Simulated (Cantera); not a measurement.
Feed: 1 mol CHF₃, a varied amount of H₂, equilibrated at 1125 K and 0.830 bar.

Method: chemical equilibrium by Gibbs-energy minimisation in Cantera with the NASA 1993 tables (ideal gas, pure condensed phases). Candidate condensed phases: C, C₆H₆, C₇H₈, C₈H₁₈; 95 gas species. Gases not in the tables: C₂F₆ and larger saturated fluorocarbons. The numbers say what is thermodynamically allowed, not how fast it happens.

**Question.** What share of the C ends up in condensed phases as a function of n(H₂) (mol), at 0.4, 2, 3.5, 5.1, 6.7, 8.2, 9.8?

**Answer.** 
```tsv
n(H₂) (mol)	C condensed (%)	as
0.4	70.0	C(graphite)
2	99.4	C(graphite)
3.5	97.4	C(graphite)
5.1	94.6	C(graphite)
6.7	91.5	C(graphite)
8.2	88.5	C(graphite)
9.8	85.1	C(graphite)
```
